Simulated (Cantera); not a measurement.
Input: 1 mol TEOS, 2.8 mol O3, 84 mol N2, equilibrated at 0.100 bar.

Equilibrium computed with Cantera from the NASA thermochemical tables; the gas is ideal and each condensed phase is pure. Candidate condensed phases: C, C6H6, C7H8, C8H18, H2O, Si, SiC, SiO2, Si2N2O, Si3N4; 151 gas species. The feed counts by its element totals alone. Rates play no part.

Problem. At 850 K, list the 6 most abundant gas species with their mole fractions, and the condensed phases.

Solution. N2 0.824, H2 0.0899, CO 0.0621, CO2 0.0161, H2O 0.00766, CH4 0.000259. Condensed: SiO2(β-quartz).
